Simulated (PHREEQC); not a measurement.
Model water analysis in mmol/kgw, 20 °C, pH 6.88, pe 11.7:

| constituent | mmol/kgw |
|---|---|
| Na | 46.8 |
| K | 5.3 |
| Ca | 2.22 |
| Mg | 27.7 |
| Cl | 97.9 |
| S(6) | 6.46 |
| Alkalinity (meq/kgw) | 1.35 |
| Ni | 0.0427 |
| Si | 0.472 |

Cl is adjusted to close the charge balance.
Valence states are taken as typed.

Computed with PHREEQC (ion-association model, wateq4f.dat).

| quantity | before | after |
|---|---|---|
| ionic strength (mol/kgw) | 0.137 | 0.137 |
| SO4-2 (mol/kgw) | 0.00364 | 0.00364 |
| MgSO4 (mol/kgw) | 0.00233 | 0.00234 |
| HCO3- (mol/kgw) | 0.00115 | 0.00112 |
| NaSO4- (mol/kgw) | 0.000275 | 0.000275 |
| CO2 (mol/kgw) | 0.000274 | 8.40e-5 |
| SI of Chalcedony (SiO2) | +0.30 | +0.30 |
| SI of Magnesite (MgCO3) | -0.62 | -0.13 |

**Question.** Name the change that produced these shifts.
A. pH from 6.88 to 7.38 at the same alkalinity
B. Alkalinity from 1.35 to 0.675 mmol/kgw
C. pH from 6.88 to 6.38 at the same alkalinity

**Answer.** A, pH from 6.88 to 7.38 at the same alkalinity

This is a speciation only: nothing precipitates in the calculation. Some of these states are supersaturated (in Quartz (slow to form), Chalcedony (slow to form), for instance). The database's nickel carbonate constants are estimates that later reviews lower a good deal.
